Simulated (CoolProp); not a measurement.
Values from CoolProp's reference Helmholtz-energy equation of state, Gao 2022.

Task: Give the vapour pressure (bar), liquid density (kg/m³), liquid cp (kJ/(kg K)), vapour Z of saturated n-perfluorohexane at 274, 276.2, 285.1 K.

Result: 
| T (K) | p (bar) | liquid density (kg/m³) | liquid cp (kJ/(kg K)) | vapour Z |
|---|---|---|---|---|
| 274 | 0.0906 | 1740 | 1.01 | 0.990 |
| 276.2 | 0.102 | 1740 | 1.01 | 0.989 |
| 285.1 | 0.161 | 1710 | 1.03 | 0.984 |
